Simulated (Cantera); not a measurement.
Cantera run, input and output.

```python
import numpy as np
import cantera as ct

gas = ct.Solution("gri30.yaml")
gas.TPX = 1650, 57000, {'CH4': 1, 'O2': 0.952, 'N2': 3.58}
reactor = ct.IdealGasConstPressureReactor(gas, energy="on", clone=False)
net = ct.ReactorNet([reactor])
net.rtol, net.atol = 1e-08, 1e-16
show = ['CH4', 'O2', 'HO2', 'C2H4', 'H2', 'C2H']
times = np.geomspace(2e-06, 0.6, 15)

steps = ct.SolutionArray(gas, extra=["t"])
rows = []
print(f"{'t/s':>10s}{'T/K':>9s}{'P/Pa':>11s}" + "".join(f"{s:>11s}" for s in show))
for t in times:
    while net.time < t:
        t_next = net.step()
        steps.append(gas.state, t=t_next)
    rows.append([np.interp(t, steps.t, y) for y in (steps.T, steps.P, *steps(*show).X.T)])
    print(f"{t:10.3e}{rows[-1][0]:9.1f}{rows[-1][1]:11.4g}" + "".join(f"{x:11.3e}" for x in rows[-1][2:]))
rate = np.gradient(steps.T, steps.t)
print("integrator steps:", len(steps.t))
if steps.T.max() > steps.T[0] + 200:
    print(f"time of steepest temperature rise: {steps.t[rate.argmax()]:.4e} s")
gas.TPX = 1650, 57000, {'CH4': 1, 'O2': 0.952, 'N2': 3.58}
gas.equilibrate("HP")
print(f"equilibrium (HP): T = {gas.T:.1f} K  " + "  ".join(f"{s} {gas[s].X[0]:.3e}" for s in show))
```

Result:

```
       t/s      T/K       P/Pa        CH4         O2        HO2       C2H4         H2        C2H
 2.000e-06   1650.0    5.7e+04  1.808e-01  1.721e-01  7.199e-07  4.391e-12  8.005e-07  4.934e-24
 4.923e-06   1650.0    5.7e+04  1.808e-01  1.721e-01  1.726e-06  1.405e-10  2.179e-06  5.895e-22
 1.212e-05   1649.9    5.7e+04  1.807e-01  1.721e-01  3.967e-06  3.362e-09  5.728e-06  5.879e-20
 2.983e-05   1649.8    5.7e+04  1.807e-01  1.721e-01  8.134e-06  7.229e-08  1.570e-05  6.348e-18
 7.344e-05   1649.6    5.7e+04  1.805e-01  1.720e-01  1.237e-05  1.668e-06  5.174e-05  8.902e-16
 1.808e-04   1650.2    5.7e+04  1.795e-01  1.715e-01  1.803e-05  4.284e-05  2.860e-04  2.164e-13
 4.450e-04   1682.4    5.7e+04  1.661e-01  1.637e-01  1.038e-04  1.438e-03  5.603e-03  4.763e-10
 1.095e-03   2588.5    5.7e+04  2.957e-06  1.647e-05  1.152e-08  7.838e-10  1.760e-01  4.370e-08
 2.697e-03   2549.7    5.7e+04  6.783e-12  3.788e-05  2.325e-08  1.036e-18  1.737e-01  1.166e-16
 6.638e-03   2541.9    5.7e+04  5.284e-12  4.367e-05  2.602e-08  7.684e-19  1.731e-01  9.404e-17
 1.634e-02   2542.2    5.7e+04  5.236e-12  4.389e-05  2.614e-08  7.602e-19  1.730e-01  9.340e-17
 4.022e-02   2542.3    5.7e+04  5.225e-12  4.394e-05  2.617e-08  7.584e-19  1.730e-01  9.326e-17
 9.902e-02   2542.3    5.7e+04  5.224e-12  4.394e-05  2.617e-08  7.583e-19  1.730e-01  9.325e-17
 2.437e-01   2542.3    5.7e+04  5.224e-12  4.394e-05  2.617e-08  7.583e-19  1.730e-01  9.325e-17
 6.000e-01   2542.3    5.7e+04  5.224e-12  4.394e-05  2.617e-08  7.583e-19  1.730e-01  9.325e-17
integrator steps: 1790
time of steepest temperature rise: 6.1997e-04 s
equilibrium (HP): T = 2542.3 K  CH4 5.855e-12  O2 4.394e-05  HO2 2.617e-08  C2H4 8.271e-19  H2 1.730e-01  C2H 1.017e-16
```

Computed with Cantera and GRI-Mech 3.0 (53 species, 325 reactions).
